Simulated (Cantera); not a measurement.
Feed: 1 mol BF3, 94 mol H2, held at 1350 °C and 1000 Pa.

Method: chemical equilibrium by Gibbs-energy minimisation in Cantera with the NASA 1993 tables (ideal gas, pure condensed phases). Candidate condensed phases: B; 20 gas species. The tables' values for BF2 are old estimates; treat these amounts as uncertain. The numbers say what is thermodynamically allowed, not how fast it happens.

Base state: H2 0.982, HF 0.00664, BF3 0.00544, BF2 0.00218, BF 0.00158, BHF2 0.00129, H 0.000685 (mole fractions); condensed: gas only.

**Question.** What changes in the equilibrium state with this change: temperature from 1350 °C to 1225 °C?

**Answer.** 
```json
[
 {"species": "H2", "before": "0.982", "after": "0.986"},
 {"species": "BF3", "before": "0.00544", "after": "0.00743"},
 {"species": "HF", "before": "0.00664", "after": "0.00352"},
 {"species": "H", "before": "0.000685", "after": "0.000171"},
 {"species": "BF", "before": "0.00158", "after": "0.000432"}
]
```
